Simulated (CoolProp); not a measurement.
Model: reference Helmholtz-energy equation of state, Span 2000, in CoolProp.

Problem. For nitrogen, give the phase and the cv (kJ/(kg K)), Prandtl number at -123.45 °C and 0.318 MPa; -123.45 °C and 0.743 MPa; -123.45 °C and 0.955 MPa.

Solution. 
- -123.45 °C and 0.318 MPa: gas; cv 0.749, Prandtl number 0.767
- -123.45 °C and 0.743 MPa: gas; cv 0.758, Prandtl number 0.792
- -123.45 °C and 0.955 MPa: gas; cv 0.763, Prandtl number 0.805

Viscosity comes from a separate model (Lemmon 2004). Thermal conductivity comes from a separate model (Lemmon 2004).
